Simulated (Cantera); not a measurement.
Feed: 1 mol FeS₂, 8 mol O₂, 0.046 mol H₂O, at 40.5 Torr.

These are equilibrium values from Cantera (NASA tables, ideal gas, pure condensed phases), not measurements of a reactor. Candidate condensed phases: Fe, FeO, Fe(OH)₂, Fe(OH)₃, FeS, FeSO₄, FeS₂, Fe₂O₃, Fe₂(SO₄)₃, Fe₃O₄, H₂O, H₂SO₄, S; 22 gas species. Equilibrium is a limit: real reactors are often held back by kinetics, nucleation or transport.

Problem. At 600 °C, list the 4 most abundant gas species with their mole fractions, and the condensed phases.

Solution. O₂ 0.692, SO₃ 0.199, SO₂ 0.103, H₂O 0.00693. Condensed: Fe₂O₃(s).
